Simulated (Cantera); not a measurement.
What does this Cantera script print?

```python
import numpy as np
import cantera as ct

gas = ct.Solution("gri30.yaml")


def delay(T, t_max=10):
    gas.TPX = T, 1700000, {'CH4': 1, 'O2': 1.25, 'N2': 5.5}
    reactor = ct.IdealGasConstPressureReactor(gas, clone=False)
    net = ct.ReactorNet([reactor])
    net.rtol, net.atol = 1e-8, 1e-16
    while net.time < t_max:
        t_old, T_old = net.time, reactor.T
        net.step()
        if reactor.T > T + 400:  # ignition: a rise of 400 K
            return t_old + (T + 400 - T_old) / (reactor.T - T_old) * (net.time - t_old)
    return np.nan


taus = []
for T in [1273, 1348, 1423, 1498, 1573, 1648]:
    taus.append(delay(T))
    print(f"T0 = {T:6g} K   tau = {taus[-1]:.4e} s")
```

Result:

```
T0 =   1273 K   tau = 1.6366e-03 s
T0 =   1348 K   tau = 7.3653e-04 s
T0 =   1423 K   tau = 3.4676e-04 s
T0 =   1498 K   tau = 1.6925e-04 s
T0 =   1573 K   tau = 8.5240e-05 s
T0 =   1648 K   tau = 4.4330e-05 s
```

Cantera simulation using GRI-Mech 3.0 (53 species, 325 reactions); the numbers are that mechanism's predictions, not measurements. The pressure lies above the range GRI-Mech 3.0 was tuned for (to about 10 atm).
